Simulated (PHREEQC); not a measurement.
PHREEQC input (ion-association model, wateq4f.dat):

```
SOLUTION_MASTER_SPECIES
  An  An-  0  An  62.0  # stands for a non-complexing anion
SOLUTION_SPECIES
  An- = An-
    -log_k 0
    -gamma 3.0 0
PHASES
  Fix_H+
    H+ = H+
    -log_k 0
SOLUTION 1
  temp 25
  units mmol/kgw
  pH 7 charge
  Cl 0.224
  Sr 0.014
  Ca 0.098
  Na 100
  An 100
END
SELECTED_OUTPUT 1
  -reset false
  -pH true
  -pe true
  -ionic_strength true
  -water true
  -totals Ca Cl Na Sr
  -molalities Hfo_wOH Hfo_wOH2+ Hfo_wO- Hfo_sOH Hfo_sOH2+ Hfo_sO- Hfo_sOHCa+2 Hfo_wOCa+ Hfo_sOHSr+2 Hfo_wOSr+
    Hfo_wOSrOH
  -saturation_indices Portlandite Halite
USER_PUNCH 1
  -headings sigma psi
  10 PUNCH EDL("sigma", "Hfo"), EDL("psi", "Hfo")
PRINT
  -reset false
USE solution 1
SURFACE 1
  Hfo_wOH 0.000175281 600 0.078
  Hfo_sOH 4.38202e-06
EQUILIBRIUM_PHASES 1
  Fix_H+ -3 HAn 10
    -force_equality true
  O2(g) -0.68 10
END
# ... the last block is repeated for the other 12 points of pH, with NaOH or the acid as the point needs
```

Selected output (columns that matter, 13 of 13 rows; pH added in front):

```
pH	mu	Ca	Na	Sr	m_Hfo_wOH	m_Hfo_wOH2+	m_Hfo_wO-	m_Hfo_sOH	m_Hfo_sOH2+	m_Hfo_sO-	si_Portlandite	si_Halite	sigma	psi
3	0.10164	9.8e-05	0.1	1.4e-05	3.3464e-06	0.00017193	1.4921e-09	8.3661e-08	4.2983e-06	3.7303e-11	-21.222	-6.4562	0.36336	0.15258
3.67	0.10068	9.8e-05	0.1	1.4e-05	1.3229e-05	0.00016203	2.4743e-08	3.3072e-07	4.0507e-06	6.1858e-10	-19.881	-6.4555	0.34237	0.14978
4.33	0.10046	9.8e-05	0.1	1.4e-05	3.7248e-05	0.0001378	2.3065e-07	9.3119e-07	3.445e-06	5.7662e-09	-18.56	-6.4553	0.29074	0.14149
5	0.1004	9.8e-05	0.1	1.4e-05	7.1394e-05	0.00010275	1.1364e-06	1.7847e-06	2.5685e-06	2.8408e-08	-17.22	-6.4553	0.21475	0.12611
5.67	0.10037	9.7997e-05	0.1	1.4e-05	0.00010153	7.0399e-05	3.3543e-06	2.5365e-06	1.7588e-06	8.3801e-08	-15.88	-6.4553	0.1417	0.10524
6.33	0.10036	9.7979e-05	0.1	1.3997e-05	0.00012075	4.7502e-05	7.0314e-06	3.0028e-06	1.1813e-06	1.7486e-07	-14.56	-6.4552	0.085615	0.080758
7	0.10035	9.7807e-05	0.1	1.3971e-05	0.00013055	3.2824e-05	1.1895e-05	3.1053e-06	7.8075e-07	2.8295e-07	-13.221	-6.4552	0.045075	0.052625
7.67	0.10033	9.6557e-05	0.1	1.379e-05	0.0001342	2.2986e-05	1.795e-05	2.1993e-06	3.7668e-07	2.9416e-07	-11.887	-6.4552	0.017078	0.022852
8.33	0.10033	9.3055e-05	0.10002	1.3452e-05	0.00013194	1.5159e-05	2.6308e-05	5.8014e-07	6.6654e-08	1.1567e-07	-10.583	-6.4552	-0.0043005	-0.005933
9	0.10033	7.923e-05	0.10006	1.2894e-05	0.00011114	6.7882e-06	4.1683e-05	1.2574e-07	7.6805e-09	4.7162e-08	-9.3126	-6.4549	-0.022388	-0.029335
9.67	0.10036	5.298e-05	0.10017	1.1478e-05	6.18e-05	1.27e-06	6.8895e-05	7.2749e-08	1.495e-09	8.1102e-08	-8.1476	-6.4545	-0.032889	-0.040983
10.33	0.10056	3.5353e-05	0.10043	9.8326e-06	2.2622e-05	1.3056e-07	8.9794e-05	6.0647e-08	3.5002e-10	2.4072e-07	-7.0041	-6.4535	-0.0394	-0.047401
11	0.10158	2.8452e-05	0.10148	8.7244e-06	5.9985e-06	8.4137e-09	9.7973e-05	4.9567e-08	6.9524e-11	8.0956e-07	-5.7624	-6.4498	-0.043174	-0.050693
```

Complexes and solids missing from the database can't appear. The oxide is taken as insoluble; below pH 4 it would dissolve.
